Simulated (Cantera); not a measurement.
NF3 + SO2 + N2 (abatement and gas-phase synthesis)

Charge: 1 mol NF3, 0.032 mol SO2, a varied amount of N2, equilibrated at 2525 K and 13300 Pa.

Cantera equilibrium calculation (NASA polynomials, part measured and part estimated; ideal gas, pure solids and liquids). Candidate condensed phases: S; 35 gas species. The tables' values for SOF2 are old estimates; treat these amounts as uncertain. Kinetics and transport are ignored.

| n(N2) (mol) | x N2 | x F | x SO2 | x SO |
|---|---|---|---|---|
| 6 | 0.681 | 0.314 | 0.00141 | 0.00126 |
| 7.2 | 0.716 | 0.279 | 0.00120 | 0.00116 |
| 8.7 | 0.751 | 0.245 | 0.00100 | 0.00105 |
| 10 | 0.775 | 0.221 | 0.000868 | 0.000974 |
| 12 | 0.804 | 0.193 | 0.000712 | 0.000874 |
| 15 | 0.835 | 0.162 | 0.000550 | 0.000756 |
| 18 | 0.858 | 0.139 | 0.000439 | 0.000664 |
| 22 | 0.880 | 0.117 | 0.000337 | 0.000570 |
| 26 | 0.896 | 0.101 | 0.000268 | 0.000498 |
| 31 | 0.911 | 0.0867 | 0.000208 | 0.000429 |
| 37 | 0.924 | 0.0739 | 0.000159 | 0.000365 |
| 45 | 0.937 | 0.0617 | 0.000116 | 0.000303 |
x: gas mole fraction; nothing condenses.

From 6 mol N2 to 45 mol N2 nothing is condensed.
